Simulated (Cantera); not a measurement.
A perfectly stirred reactor is fed with CH4 : H2 : O2 : N2 = 1 : 0.43 : 3.96 : 14.9 (molar parts), equivalence ratio 0.56, at 750 Torr; it is adiabatic with a 448 K inlet, and is followed from long to short residence time, starting on the burning branch (τ in s: 0.21, 0.11, 0.053, 0.027, 0.013, 0.0066, 0.0033, 0.0016, 0.00082, 0.00041, 0.0002, 0.0001, 5.1e-05).

Cantera simulation using GRI-Mech 3.0 (53 species, 325 reactions); the numbers are that mechanism's predictions, not measurements.

x: mole fraction; the columns are a selection and need not sum to one.

```json
[
 {"τ (s)": "0.21", "T (K)": "1724", "x CH4": "6.69e-6", "x H2": "6.06e-5", "x O2": "0.0868", "x H": "7.11e-6", "x CH2CO": "4.42e-10", "x C2H4": "7.98e-10", "x O": "8.36e-5"},
 {"τ (s)": "0.11", "T (K)": "1722", "x CH4": "1.01e-5", "x H2": "9.08e-5", "x O2": "0.0868", "x H": "1.29e-5", "x CH2CO": "8.47e-10", "x C2H4": "1.44e-9", "x O": "0.000124"},
 {"τ (s)": "0.053", "T (K)": "1718", "x CH4": "1.61e-5", "x H2": "0.000145", "x O2": "0.0868", "x H": "2.59e-5", "x CH2CO": "1.67e-9", "x C2H4": "2.64e-9", "x O": "0.000196"},
 {"τ (s)": "0.027", "T (K)": "1714", "x CH4": "2.46e-5", "x H2": "0.000224", "x O2": "0.0868", "x H": "4.93e-5", "x CH2CO": "3.01e-9", "x C2H4": "4.39e-9", "x O": "0.000301"},
 {"τ (s)": "0.013", "T (K)": "1706", "x CH4": "3.91e-5", "x H2": "0.000357", "x O2": "0.0869", "x H": "9.88e-5", "x CH2CO": "5.51e-9", "x C2H4": "7.31e-9", "x O": "0.000475"},
 {"τ (s)": "0.0066", "T (K)": "1696", "x CH4": "?", "x H2": "?", "x O2": "0.0871", "x H": "?", "x CH2CO": "?", "x C2H4": "?", "x O": "?"},
 {"τ (s)": "0.0033", "T (K)": "1681", "x CH4": "9.52e-5", "x H2": "0.000833", "x O2": "0.0874", "x H": "0.000346", "x CH2CO": "1.66e-8", "x C2H4": "1.84e-8", "x O": "0.00107"},
 {"τ (s)": "0.0016", "T (K)": "1657", "x CH4": "0.000158", "x H2": "0.00127", "x O2": "0.0882", "x H": "0.000635", "x CH2CO": "3.09e-8", "x C2H4": "3.18e-8", "x O": "0.00157"},
 {"τ (s)": "0.00082", "T (K)": "1625", "x CH4": "0.000263", "x H2": "0.00184", "x O2": "0.0894", "x H": "0.00105", "x CH2CO": "5.88e-8", "x C2H4": "5.96e-8", "x O": "0.00211"},
 {"τ (s)": "0.00041", "T (K)": "1577", "x CH4": "0.000493", "x H2": "0.00267", "x O2": "0.0918", "x H": "0.00162", "x CH2CO": "1.35e-7", "x C2H4": "1.45e-7", "x O": "0.00259"},
 {"τ (s)": "0.00020", "T (K)": "1494", "x CH4": "0.00125", "x H2": "0.00426", "x O2": "0.0977", "x H": "0.00201", "x CH2CO": "5.19e-7", "x C2H4": "6.95e-7", "x O": "0.00242"},
 {"τ (s)": "0.00010", "T (K)": "448", "x CH4": "0.0493", "x H2": "0.0212", "x O2": "0.195", "x H": "<1e-12", "x CH2CO": "<1e-12", "x C2H4": "<1e-12", "x O": "<1e-12"},
 {"τ (s)": "5.1e-5", "T (K)": "448", "x CH4": "0.0493", "x H2": "0.0212", "x O2": "0.195", "x H": "<1e-12", "x CH2CO": "<1e-12", "x C2H4": "<1e-12", "x O": "<1e-12"}
]
```

Question: Complete the blanks.

Answer: 
- 0.0066, x CH4: 6.03e-5
- 0.0066, x H2: 0.000546
- 0.0066, x H: 0.000186
- 0.0066, x CH2CO: 9.50e-9
- 0.0066, x C2H4: 1.15e-8
- 0.0066, x O: 0.000717
